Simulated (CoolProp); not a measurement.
The fluid at 499.43 K and 2.97 MPa expands adiabatically to 0.356 MPa with isentropic efficiency 1. The same conditions are run with several fluids, on thermodynamics alone (safety and materials aside).

Computed with CoolProp (reference Helmholtz-energy equation of state of each fluid (hydrogen sulfide: Lemmon 2006; carbon monoxide: Lemmon 2006; R141b: Lemmon 2006; dry air: Lemmon 2000; dimethyl ether: Wu 2011)). Blends and air are pseudo-pure fits.

Question: Rank hydrogen sulfide, carbon monoxide, R141b, dry air, dimethyl ether by work (kJ/kg), highest first.

Answer: carbon monoxide (237), dry air (229), hydrogen sulfide (196), dimethyl ether (162), R141b (59.7)

```csv
fluid,final temperature (K),final density (kg/m³)
hydrogen sulfide,299.9,5.00
carbon monoxide,272.8,4.41
R141b,409.9,12.8
dry air,272.9,4.55
dimethyl ether,400.0,5.05
```
